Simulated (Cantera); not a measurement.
Charge: 1 mol NiS, a varied amount of H2, 5.2 mol N2, at 1498 K and 750 Torr.

Method: chemical equilibrium by Gibbs-energy minimisation in Cantera with the NASA 1993 tables (ideal gas, pure condensed phases). Candidate condensed phases: Ni, NiS, NiS2, Ni3S2, Ni3S4, S; 17 gas species. The numbers say what is thermodynamically allowed, not how fast it happens.

### Question
At 3.5 mol H2, list the 4 most abundant gas species with their mole fractions, and the condensed phases.

### Answer
N2 0.597, H2 0.365, H2S 0.0365, S2 0.000743. Condensed: Ni3S2(l).
